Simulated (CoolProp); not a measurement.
Vapour-liquid equilibrium of carbon dioxide (1) + neopentane (2) at 271.5 K; x and y are mole fractions of (1).

Model: multi-fluid Helmholtz-energy mixture model, Span 1996 and Lemmon 2006; pair parameters Bell 2016, in CoolProp.

| x | bubble pressure (bar) | y at the bubble point | dew pressure at overall composition x (bar) | liquid density (mol/L) |
|---|---|---|---|---|
| 0.05 | 2.766 | 0.757 | 0.7004 | 8.799 |
| 0.15 | 7.113 | ___ | 0.7842 | ___ |
| 0.25 | 11.21 | 0.938 | 0.8900 | 10.20 |
| 0.35 | 14.74 | 0.953 | ___ | 11.03 |
| 0.45 | 17.63 | 0.961 | 1.216 | ___ |
| 0.55 | 20.06 | 0.967 | 1.488 | 13.04 |
| 0.65 | 22.30 | 0.972 | ___ | 14.29 |
| 0.75 | ___ | 0.977 | 2.689 | ___ |
| 0.85 | 27.55 | 0.984 | 4.511 | 17.59 |
| 0.95 | 31.18 | 0.994 | 13.89 | 19.88 |

Problem. Some entries are withheld; supply them.

Solution. 
- 0.15, y at the bubble point: 0.904
- 0.15, liquid density (mol/L): 9.461
- 0.35, dew pressure at overall composition x (bar): 1.028
- 0.45, liquid density (mol/L): 11.97
- 0.65, dew pressure at overall composition x (bar): 1.916
- 0.75, bubble pressure (bar): 24.68
- 0.75, liquid density (mol/L): 15.78

No azeotrope shows between x = 0.05 and 0.95.

Pair parameters are fitted to limited data, so mixtures are less certain than the pure fluids. The gap from Raoult's law changes sign with composition, which may be real or a fault of the pair parameters; it wasn't checked against measurements.
